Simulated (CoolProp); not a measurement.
A simple Rankine cycle with R11: condensing at 303.15 K, boiler at 2.58 MPa, turbine inlet 440.4 K, turbine efficiency 0.6, pump efficiency 0.6, no recuperator. Each further row changes one setting.

Computed with CoolProp (reference Helmholtz-energy equation of state, Jacobsen 1992).

```csv
case,thermal efficiency (%),net work (kJ/kg),heat in (kJ/kg),turbine exit temperature (K),volume ratio over the turbine
as stated,…,31.2,234,…,…
turbine inlet 460.4 K,…,…,253,365.9,21.7
condensing temperature 295.15 K,14.2,34.1,241,335.7,…
boiler pressure 1.81 MPa,12.6,31.2,247,362.7,14.6
turbine efficiency 0.5,10.9,…,234,350.3,…
```

Fill in the missing entries.


- as stated, thermal efficiency (%): 13.4
- as stated, turbine exit temperature (K): 341.2
- as stated, volume ratio over the turbine: 23.3
- turbine inlet 460.4 K, thermal efficiency (%): 13.7
- turbine inlet 460.4 K, net work (kJ/kg): 34.6
- condensing temperature 295.15 K, volume ratio over the turbine: 30.5
- turbine efficiency 0.5, net work (kJ/kg): 25.6
- turbine efficiency 0.5, volume ratio over the turbine: 24.0
